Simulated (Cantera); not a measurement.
Input: 1 mol B, 0.39 mol H2O, 4.4 mol NH3, held at 2100 K and 10000 Pa.

Cantera equilibrium calculation (NASA polynomials, part measured and part estimated; ideal gas, pure solids and liquids). Candidate condensed phases: B, BN, B2O3, B3O3H3, H2O; 39 gas species. The tables' values for BH2 are old estimates; treat these amounts as uncertain. The numbers say what is thermodynamically allowed, not how fast it happens.

Base state: H2 0.745, N2 0.207, HBO 0.0305, H 0.00851, BO 0.00461, B2O2 0.00295, HBO2 0.000408, B2O3 0.000262 (mole fractions); condensed: BN(s).

### Question
What changes in the equilibrium state with this change: B replaced by B2O3?

### Answer
```tsv
species	before	after
H2	0.745	0.613
N2	0.207	0.215
HBO2	0.000408	0.0755
B2O3	0.000262	0.0443
H2O	7.70e-5	0.0156
HBO	0.0305	0.0229
BH2	9.24e-5	2.56e-7
B2O	1.32e-5	3.69e-8
BN(s), mol	0.616	0
```

### Question
What changes in the equilibrium state with this change: pressure from 10000 Pa to 1000 Pa?

### Answer
| species | before | after |
|---|---|---|
| H2 | 0.745 | 0.728 |
| N2 | 0.207 | 0.205 |
| H | 0.00851 | 0.0266 |
| BO | 0.00461 | 0.0123 |
| HBO | 0.0305 | 0.0254 |
| B | 9.96e-7 | 3.17e-5 |
| B2O3 | 0.000262 | 1.56e-5 |
| BN(s), mol | 0.616 | 0.606 |

### Question
What changes in the equilibrium state with this change: H2O from 0.39 to 15 mol?

### Answer
```tsv
species	before	after
H2O	7.70e-5	0.533
H2	0.745	0.330
N2	0.207	0.0902
HBO	0.0305	0.000191
HBO2	0.000408	0.0399
BH2	9.24e-5	<1e-9
O	<1e-9	1.33e-5
BN(s), mol	0.616	0
```
